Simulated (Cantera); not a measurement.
An adiabatic, constant-pressure homogeneous reactor starts with CH3OH : O2 : N2 = 1 : 1.79 : 6.71 (molar parts), at 1198 K and 19.0 bar.

Cantera simulation using GRI-Mech 3.0 (53 species, 325 reactions); the numbers are that mechanism's predictions, not measurements. GRI-Mech 3.0 was tuned for natural gas; its chemistry of methanol as a main component is partial and can be far from experiment. The pressure lies above the range GRI-Mech 3.0 was tuned for (to about 10 atm).

x: mole fraction; the columns are a selection and need not sum to one.

```json
[
 {"t (s)": "1.00e-6", "T (K)": "1198", "x CH3OH": "0.105", "x O2": "0.188", "x HCN": "<1e-12", "x CH2": "2.04e-11", "x HO2": "3.05e-8", "x H2O": "2.95e-8"},
 {"t (s)": "2.15e-6", "T (K)": "1198", "x CH3OH": "0.105", "x O2": "0.188", "x HCN": "<1e-12", "x CH2": "2.04e-11", "x HO2": "___", "x H2O": "___"},
 {"t (s)": "4.64e-6", "T (K)": "1198", "x CH3OH": "0.105", "x O2": "0.188", "x HCN": "<1e-12", "x CH2": "2.04e-11", "x HO2": "1.64e-7", "x H2O": "1.38e-7"},
 {"t (s)": "1.00e-5", "T (K)": "1198", "x CH3OH": "0.105", "x O2": "0.188", "x HCN": "<1e-12", "x CH2": "2.04e-11", "x HO2": "3.73e-7", "x H2O": "3.00e-7"},
 {"t (s)": "2.15e-5", "T (K)": "1198", "x CH3OH": "0.105", "x O2": "0.188", "x HCN": "<1e-12", "x CH2": "2.04e-11", "x HO2": "8.27e-7", "x H2O": "6.49e-7"},
 {"t (s)": "4.64e-5", "T (K)": "1198", "x CH3OH": "0.105", "x O2": "0.188", "x HCN": "<1e-12", "x CH2": "2.04e-11", "x HO2": "1.79e-6", "x H2O": "1.42e-6"},
 {"t (s)": "0.000100", "T (K)": "1198", "x CH3OH": "0.105", "x O2": "0.188", "x HCN": "<1e-12", "x CH2": "2.04e-11", "x HO2": "3.80e-6", "x H2O": "3.37e-6"},
 {"t (s)": "0.000215", "T (K)": "1198", "x CH3OH": "0.105", "x O2": "0.188", "x HCN": "<1e-12", "x CH2": "2.04e-11", "x HO2": "7.97e-6", "x H2O": "1.09e-5"},
 {"t (s)": "0.000464", "T (K)": "1198", "x CH3OH": "0.105", "x O2": "0.188", "x HCN": "<1e-12", "x CH2": "2.04e-11", "x HO2": "___", "x H2O": "___"},
 {"t (s)": "0.00100", "T (K)": "1256", "x CH3OH": "0.0864", "x O2": "0.176", "x HCN": "<1e-12", "x CH2": "1.44e-10", "x HO2": "0.000595", "x H2O": "0.0151"},
 {"t (s)": "0.00215", "T (K)": "2673", "x CH3OH": "<1e-12", "x O2": "0.0284", "x HCN": "3.21e-10", "x CH2": "<1e-12", "x HO2": "1.39e-5", "x H2O": "0.189"},
 {"t (s)": "0.00464", "T (K)": "2671", "x CH3OH": "<1e-12", "x O2": "0.0277", "x HCN": "3.50e-10", "x CH2": "<1e-12", "x HO2": "1.36e-5", "x H2O": "0.189"},
 {"t (s)": "0.0100", "T (K)": "2671", "x CH3OH": "<1e-12", "x O2": "0.0277", "x HCN": "3.51e-10", "x CH2": "<1e-12", "x HO2": "1.36e-5", "x H2O": "0.189"},
 {"t (s)": "0.0215", "T (K)": "2671", "x CH3OH": "<1e-12", "x O2": "0.0277", "x HCN": "3.51e-10", "x CH2": "<1e-12", "x HO2": "1.36e-5", "x H2O": "0.189"},
 {"t (s)": "0.0464", "T (K)": "2671", "x CH3OH": "<1e-12", "x O2": "0.0277", "x HCN": "3.51e-10", "x CH2": "<1e-12", "x HO2": "1.36e-5", "x H2O": "0.189"},
 {"t (s)": "0.100", "T (K)": "2671", "x CH3OH": "<1e-12", "x O2": "0.0277", "x HCN": "3.51e-10", "x CH2": "<1e-12", "x HO2": "1.36e-5", "x H2O": "0.189"}
]
```

Question: Complete the blanks.

Answer: 
- 2.15e-6, x HO2: 7.06e-8
- 2.15e-6, x H2O: 6.39e-8
- 0.000464, x HO2: 1.95e-5
- 0.000464, x H2O: 6.84e-5
